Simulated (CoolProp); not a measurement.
Vapour-liquid equilibrium of R125 (1) + propane (2) at 245.8 K; x and y are mole fractions of (1).

Values from CoolProp's multi-fluid Helmholtz-energy mixture model, Lemmon 2005 and Lemmon 2009; pair parameters Bell 2016.

```
x     bubble pressure (MPa)  y at the bubble point  dew pressure at overall composition x (MPa)  liquid density (mol/L)
----  ---------------------  ---------------------  -------------------------------------------  ----------------------
0.05                 0.2314                  0.222                                       0.1948                   12.67
0.2                       ?                  0.455                                            ?                   12.39
0.35                 0.3241                  0.528                                       0.2670                   12.15
0.5                  0.3314                  0.568                                       0.3161                   11.99
0.65                 0.3320                  0.610                                            ?                   11.90
0.8                  0.3217                  0.684                                       0.2966                   11.88
0.95                 0.2812                  0.869                                       0.2639                   11.93
```

Complete the blanks.


- 0.2, bubble pressure (MPa): 0.3012
- 0.2, dew pressure at overall composition x (MPa): 0.2261
- 0.65, dew pressure at overall composition x (MPa): 0.3276

y crosses x between x = 0.5 and 0.65: the model has an azeotrope there.

Pair parameters are fitted to limited data, so mixtures are less certain than the pure fluids. With so large a gap from Raoult's law the liquid may split in two, which this calculation doesn't test in full.
